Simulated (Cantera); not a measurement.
Mixture: CH4 : O2 : N2 : H2O = 1 : 1.43 : 5.37 : 0.6 (molar parts), equivalence ratio 1.4, at 4.70 bar, adiabatic and at constant pressure. Ignition delay is the time to a rise of 400 K.

Model: GRI-Mech 3.0 (53 species, 325 reactions), integrated in Cantera.

```csv
quantity,before,after
delay at 1298 K,4.31 ms,0.925 ms
delay at 1398 K,1.43 ms,0.347 ms
delay at 1498 K,0.500 ms,0.139 ms
delay at 1598 K,0.187 ms,57.6 µs
delay at 1698 K,75.8 µs,24.9 µs
apparent activation energy between 1598 and 1698 K,200 kJ/mol,190 kJ/mol
```

Q: Which change was made?
A. H2O 0.6 to 0.18 parts
B. O2 1.43 to 0.91 parts
C. pressure from 4.70 bar to 19.0 bar
D. N2 5.37 to 11 parts

A: C, pressure from 4.70 bar to 19.0 bar
